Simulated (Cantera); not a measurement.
Input: 1 mol CH4, 0.09 mol NH3, 28 mol H2, held at 10.0 mbar.

Method: chemical equilibrium by Gibbs-energy minimisation in Cantera with the NASA 1993 tables (ideal gas, pure condensed phases). Candidate condensed phases: C, C6H6, C7H8, C8H18; 92 gas species. Kinetics and transport are ignored.

log p: log10 of the partial pressure in bar; n: condensed amount in mol.

```csv
T (°C),log p H2,log p H,log p CH4,log p C2H2 (acetylene),log p C3,n C(graphite)
275,-2.02,<-14,-3.47,<-14,<-14,[?]
475,-2.01,-13.55,-3.51,<-14,<-14,[?]
675,-2.00,-10.28,-4.77,-11.59,<-14,0.949
875,-2.00,-8.15,-5.63,-9.43,<-14,0.993
1075,-2.00,-6.64,-6.24,-7.92,<-14,0.998
1275,-2.00,-5.51,-6.69,-6.81,<-14,0.997
1475,-2.00,-4.64,-7.04,-5.95,-13.65,0.987
1675,-2.01,-3.95,-7.32,-5.27,-11.13,0.954
1875,-2.02,-3.39,-7.57,-4.74,-9.09,[?]
2075,-2.06,-2.94,-7.82,-4.32,-7.40,[?]
2275,-2.14,-2.58,-8.14,-4.02,-5.99,[?]
2475,-2.30,-2.32,-8.67,-4.04,-5.07,0
2675,-2.55,-2.15,-9.49,-4.42,-4.65,0
```

Task: Complete the blanks.

Result: 
- 275, n C(graphite): 0
- 475, n C(graphite): 0.0921
- 1875, n C(graphite): 0.860
- 2075, n C(graphite): 0.646
- 2275, n C(graphite): 0.237
